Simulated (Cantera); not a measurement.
What does this Cantera script print?

```python
import numpy as np
import cantera as ct

gas = ct.Solution("gri30.yaml")


def delay(T, t_max=10):
    gas.TPX = T, 130000, {'CH4': 1, 'O2': 4.17, 'N2': 15.7, 'CO2': 3.9}
    reactor = ct.IdealGasConstPressureReactor(gas, clone=False)
    net = ct.ReactorNet([reactor])
    net.rtol, net.atol = 1e-8, 1e-16
    while net.time < t_max:
        t_old, T_old = net.time, reactor.T
        net.step()
        if reactor.T > T + 400:  # ignition: a rise of 400 K
            return t_old + (T + 400 - T_old) / (reactor.T - T_old) * (net.time - t_old)
    return np.nan


taus = []
for T in [1100, 1150, 1200, 1250, 1300, 1350, 1400, 1450, 1500, 1550]:
    taus.append(delay(T))
    print(f"T0 = {T:6g} K   tau = {taus[-1]:.4e} s")
```

It prints:

```
T0 =   1100 K   tau = 1.3866e-01 s
T0 =   1150 K   tau = 6.5310e-02 s
T0 =   1200 K   tau = 3.1951e-02 s
T0 =   1250 K   tau = 1.6216e-02 s
T0 =   1300 K   tau = 8.5310e-03 s
T0 =   1350 K   tau = 4.6516e-03 s
T0 =   1400 K   tau = 2.6312e-03 s
T0 =   1450 K   tau = 1.5467e-03 s
T0 =   1500 K   tau = 9.4649e-04 s
T0 =   1550 K   tau = 6.0411e-04 s
```

Model: GRI-Mech 3.0 (53 species, 325 reactions), integrated in Cantera.
